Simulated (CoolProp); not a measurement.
Vapour-liquid equilibrium of ammonia (1) + benzene (2) at 338.1 K; x and y are mole fractions of (1).

The numbers come from the multi-fluid Helmholtz-energy mixture model, Gao 2020 and Thol 2012; pair parameters Bell 2016 in CoolProp.

Question: Give the bubble pressure and the first vapour's composition at x = 0.425, 0.65, 0.8. Is there an azeotrope?

Answer: x = 0.425: 1.761 MPa, y = 0.963; x = 0.65: 2.128 MPa, y = 0.972; x = 0.8: 2.394 MPa, y = 0.980. No azeotrope shows between x = 0.05 and 0.95.

The pair parameters rest on a limited set of measurements; away from them the model extrapolates. The gap from Raoult's law changes sign with composition, which may be real or a fault of the pair parameters; it wasn't checked against measurements. With so large a gap from Raoult's law the liquid may split in two, which this calculation doesn't test in full.
